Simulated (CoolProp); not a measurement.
The numbers come from the reference Helmholtz-energy equation of state, Zhou 2011 in CoolProp.

Give the vapour pressure (bar), liquid density (kg/m³), vapour density (kg/m³), enthalpy of vaporisation (kJ/kg) of saturated dimethyl carbonate at 336.8, 350.1, 383.5 K.


```tsv
T (K)	p (bar)	liquid density (kg/m³)	vapour density (kg/m³)	enthalpy of vaporisation (kJ/kg)
336.8	0.403	1010	1.31	394
350.1	0.654	993	2.07	385
383.5	1.86	945	5.49	361
```
